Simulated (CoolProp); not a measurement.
Vapour-liquid equilibrium of propane (1) + R134a (2) at -11.55 °C; x and y are mole fractions of (1).

Computed with CoolProp (multi-fluid Helmholtz-energy mixture model, Lemmon 2009 and Tillner-Roth 1994; pair parameters Bell 2016).

Give the bubble pressure and the first vapour's composition at x = 0.275, 0.575, 0.95. Is there an azeotrope?

x = 0.275: 3.813 bar, y = 0.569; x = 0.575: 4.059 bar, y = 0.637; x = 0.95: 3.594 bar, y = 0.878. y crosses x between x = 0.65 and 0.725: the model has an azeotrope there.

Pair parameters are fitted to limited data, so mixtures are less certain than the pure fluids. With so large a gap from Raoult's law the liquid may split in two, which this calculation doesn't test in full.
